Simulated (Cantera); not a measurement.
Feed: 1 mol SiH₂Cl₂, 0.28 mol Cl₂, 80 mol H₂, 1.4 mol HCl, held at 0.133 bar.

Cantera equilibrium calculation (NASA polynomials, part measured and part estimated; ideal gas, pure solids and liquids). Candidate condensed phases: Si; 19 gas species. Equilibrium is a limit: real reactors are often held back by kinetics, nucleation or transport.

Task: At 800 K, list the 5 most abundant gas species with their mole fractions, and the condensed phases.

Result: H₂ 0.985, SiCl₄ 0.00901, SiHCl₃ 0.00299, HCl 0.00268, SiH₂Cl₂ 8.04e-5. Condensed: gas only.
